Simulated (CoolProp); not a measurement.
Properties of acetone at several states.

The numbers come from the reference Helmholtz-energy equation of state, Lemmon 2006 in CoolProp. It is a short technical equation, of lower accuracy than the large ones.

```json
[
 {"T (°C)": "106.95", "p (MPa)": "0.0611", "phase": "gas", "cp (kJ/(kg K))": "1.566", "cv (kJ/(kg K))": "1.408", "speed of sound (m/s)": "242.1", "fugacity coefficient": "0.9845"},
 {"T (°C)": "44.75", "p (MPa)": "1.43", "phase": "liquid", "cp (kJ/(kg K))": "2.191", "cv (kJ/(kg K))": "1.584", "speed of sound (m/s)": "1084", "fugacity coefficient": "0.04731"},
 {"T (°C)": "179.15", "p (MPa)": "5.46", "phase": "liquid", "cp (kJ/(kg K))": "2.768", "cv (kJ/(kg K))": "1.881", "speed of sound (m/s)": "537.2", "fugacity coefficient": "0.2970"},
 {"T (°C)": "145.05", "p (MPa)": "13.9", "phase": "liquid", "cp (kJ/(kg K))": "2.460", "cv (kJ/(kg K))": "1.788", "speed of sound (m/s)": "787.3", "fugacity coefficient": "0.08551"},
 {"T (°C)": "52.15", "p (MPa)": "5.17", "phase": "liquid", "cp (kJ/(kg K))": "2.201", "cv (kJ/(kg K))": "1.598", "speed of sound (m/s)": "1080", "fugacity coefficient": "0.01886"}
]
```
